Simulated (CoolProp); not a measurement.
Properties of R113 along the isobar 13.1 MPa (Tc = 487.2 K, pc = 3.392 MPa, ω = 0.253).

Computed with CoolProp (reference Helmholtz-energy equation of state, Marx 1992).

```json
[
 {"T (K)": "293.2", "phase": "liquid", "density (kg/m³)": "1607", "fugacity coefficient": "0.005173"},
 {"T (K)": "319.1", "phase": "liquid", "density (kg/m³)": "1551", "fugacity coefficient": "0.01284"},
 {"T (K)": "344.9", "phase": "liquid", "density (kg/m³)": "___", "fugacity coefficient": "0.02677"},
 {"T (K)": "370.8", "phase": "liquid", "density (kg/m³)": "___", "fugacity coefficient": "0.04909"},
 {"T (K)": "396.6", "phase": "liquid", "density (kg/m³)": "1378", "fugacity coefficient": "0.08093"},
 {"T (K)": "422.5", "phase": "liquid", "density (kg/m³)": "1314", "fugacity coefficient": "___"},
 {"T (K)": "448.3", "phase": "liquid", "density (kg/m³)": "___", "fugacity coefficient": "___"},
 {"T (K)": "474.2", "phase": "liquid", "density (kg/m³)": "1176", "fugacity coefficient": "0.2338"},
 {"T (K)": "500", "phase": "supercritical", "density (kg/m³)": "___", "fugacity coefficient": "0.2988"}
]
```

Task: Fill in the missing entries.

Result: 
- 344.9, density (kg/m³): 1495
- 370.8, density (kg/m³): 1438
- 422.5, fugacity coefficient: 0.1230
- 448.3, density (kg/m³): 1248
- 448.3, fugacity coefficient: 0.1743
- 500, density (kg/m³): 1098
